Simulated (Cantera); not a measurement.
Boron, boron nitride and boron oxide: B2H6 + O2 + H2 + NH3

Charge: 1 mol B2H6, 8.1 mol O2, 0.23 mol H2, 19 mol NH3, at 1100 K and 1.00 bar.

Cantera equilibrium calculation (NASA polynomials, part measured and part estimated; ideal gas, pure solids and liquids). Candidate condensed phases: B, BN, B2O3, B3O3H3, H2O; 39 gas species. The feed counts by its element totals alone. Gases not in the tables: H3BO3. The numbers say what is thermodynamically allowed, not how fast it happens.

```yaml
x(H2): 0.450
x(H2O): 0.316
x(N2): 0.231
x((HBO2)3): 0.00310
x(HBO2): 9.80e-5
x(NH3): 4.61e-5
n(B2O3(l)): 0.806 mol
gas_amount: 41.17 mol
log10 activity of B(s) (absent): -10.12
log10 activity of B3O3H3(s) (absent): -16.62
```
